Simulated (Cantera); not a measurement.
# Premixed flame

A freely propagating, adiabatic, planar premixed flame of 38.4 % H2, 13.7 % O2, 47.9 % N2, equivalence ratio 1.4, unburnt at 450 K and 0.133 bar; mixture-averaged transport, grid criteria slope 0.08 and curve 0.16, no radiation.

Detailed kinetics in Cantera: the H2/O2 subset of GRI-Mech 3.0, which has no nitrogen chemistry. Burning velocities carry a grid error of a few per cent, more on coarse grids.

```
z (mm)  T (K)  u (m/s)    x H2     x O2   x H2O2      x OH      x H     x H2O
------  -----  -------  ------  -------  -------  --------  -------  --------
-16.9     450     4.46   0.384    0.137    <1e-8     <1e-8    <1e-8     <1e-8
-11.2     450     4.46   0.384    0.137    <1e-8     <1e-8    <1e-8     <1e-8
-8.43     450     4.46   0.384    0.137    <1e-8     <1e-8    <1e-8     <1e-8
-5.62     450     4.46   0.384    0.137    <1e-8     <1e-8    <1e-8     <1e-8
-2.81     455     4.50   0.383    0.137  1.34e-6   2.19e-5  8.40e-5  0.000204
-1.40     629     6.14   0.357    0.133  5.35e-6  0.000475  0.00862    0.0138
0        1077     10.2   0.211   0.0844  4.65e-7   0.00249   0.0766     0.118
1.40     1361     12.7  0.0994   0.0190  5.40e-7   0.00633    0.119     0.239
2.81     1472     13.6  0.0930   0.0116  4.66e-7   0.00805    0.113     0.254
5.62     1599     14.7  0.0990  0.00975  3.26e-7   0.00994   0.0979     0.258
11.2     1741     15.8   0.105  0.00799  1.86e-7    0.0117   0.0812     0.264
22.5     1890     17.0   0.110  0.00605  9.71e-8    0.0128   0.0644     0.272
45.0     2037     18.1   0.114  0.00415  5.15e-8    0.0127   0.0487     0.281
```
x: mole fraction of selected species; z is measured from the peak of heat release.

```
Quantity                    Result
------------------------  --------
laminar burning velocity  446 cm/s
thermal thickness          5.62 mm
peak x(H2O2)               6.89e-6
peak x(OH)                  0.0129
peak x(H)                    0.119
grid points                    140
```
